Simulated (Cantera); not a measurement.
Input (Python, Cantera):

```python
import numpy as np
import cantera as ct

gas = ct.Solution("gri30.yaml")
gas.TPX = 1275, 101325, {'N2O': 1, 'N2': 0.27}
inlet = ct.Reservoir(gas, clone=True)

reactor = ct.IdealGasConstPressureReactor(gas, energy="off", clone=False)
exhaust = ct.Reservoir(gas, clone=True)
tau = [0.7, 0.24, 0.082, 0.028, 0.0097, 0.0033, 0.0011][0]
for a, b in ((inlet, reactor), (reactor, exhaust)):
    ct.MassFlowController(a, b, mdot=lambda t: reactor.mass / tau)
net = ct.ReactorNet([reactor])
show = ['N2O', 'O2', 'N2', 'NO2', 'O', 'NO']

rows = []
print(f"{'tau/s':>10s}{'T/K':>9s}" + "".join(f"{s:>11s}" for s in show))
for tau in [0.7, 0.24, 0.082, 0.028, 0.0097, 0.0033, 0.0011]:
    net.initial_time = 0.0
    net.advance(30 * tau)
    before = gas.X
    net.advance(40 * tau)
    drift = np.max(np.abs(gas.X - before) / (gas.X + 1e-9))
    rows.append([gas.T, *gas[show].X, drift])
    print(f"{tau:10.3e}{gas.T:9.1f}" + "".join(f"{x:11.3e}" for x in gas[show].X))
```

It prints:

```
     tau/s      T/K        N2O         O2         N2        NO2          O         NO
 7.000e-01   1275.0  2.793e-01  1.623e-01  5.186e-01  3.857e-04  3.407e-06  3.936e-02
 2.400e-01   1275.0  4.676e-01  1.004e-01  4.036e-01  2.703e-04  4.236e-06  2.809e-02
 8.200e-02   1275.0  6.315e-01  4.851e-02  3.052e-01  1.350e-04  4.768e-06  1.460e-02
 2.800e-02   1275.0  7.248e-01  1.941e-02  2.497e-01  5.043e-05  5.019e-06  6.027e-03
 9.700e-03   1275.0  7.643e-01  7.148e-03  2.263e-01  1.480e-05  5.114e-06  2.247e-03
 3.300e-03   1275.0  7.794e-01  2.484e-03  2.174e-01  3.173e-06  5.140e-06  7.856e-04
 1.100e-03   1275.0  7.847e-01  8.318e-04  2.142e-01  4.889e-07  5.132e-06  2.638e-04
```

Model: GRI-Mech 3.0 (53 species, 325 reactions), integrated in Cantera. GRI-Mech 3.0 was tuned for natural gas; its chemistry of N2O as a main component is partial and can be far from experiment. The mechanism lacks the step 2 NO + O2 → 2 NO2, which can matter for NO2 below about 1400 K. The temperature is held fixed by assumption; the heat of reaction is taken as removed at once.
